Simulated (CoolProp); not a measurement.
Model: reference Helmholtz-energy equation of state, de Reuck 1993, in CoolProp.

For methanol, give the phase and the Z, cv (kJ/(kg K)), speed of sound (m/s), Joule-Thomson coefficient (K/MPa) at 48.45 °C and 4.6 MPa.


- 48.45 °C and 4.6 MPa: liquid; Z 0.0717, cv 2.24, speed of sound 1060, Joule-Thomson coefficient -0.295
